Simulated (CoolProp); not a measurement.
Propane at several states: density (kg/m³) from the reference equation and from simpler models built on Tc = 96.7 °C, pc = 4251 kPa, ω = 0.152; each cubic takes its own stable root.

Values from CoolProp's reference Helmholtz-energy equation of state, Lemmon 2009.

| T (°C) | p (kPa) | phase | reference | van der Waals | Redlich-Kwong | Soave-Redlich-Kwong | Peng-Robinson |
|---|---|---|---|---|---|---|---|
| -90.65 | 2370 | liquid | 635.6 | (withheld) | 597.8 | 601.5 | 676.5 |
| 90.45 | 12.2 | gas | 0.1781 | 0.1781 | 0.1781 | 0.1781 | 0.1782 |
| 297.45 | 4760 | supercritical | 47.97 | (withheld) | 48.75 | (withheld) | 48.49 |
| 6.05 | 22600 | liquid | 555.7 | 382.3 | 529.5 | 535.3 | (withheld) |
| 198.55 | 20600 | supercritical | 319.3 | 279.8 | (withheld) | 296.0 | 320.9 |

Q: What belongs in the gaps?

A: 
- -90.65, van der Waals: 404.1
- 297.45, van der Waals: 49.68
- 297.45, Soave-Redlich-Kwong: 47.36
- 6.05, Peng-Robinson: 600.7
- 198.55, Redlich-Kwong: 311.6
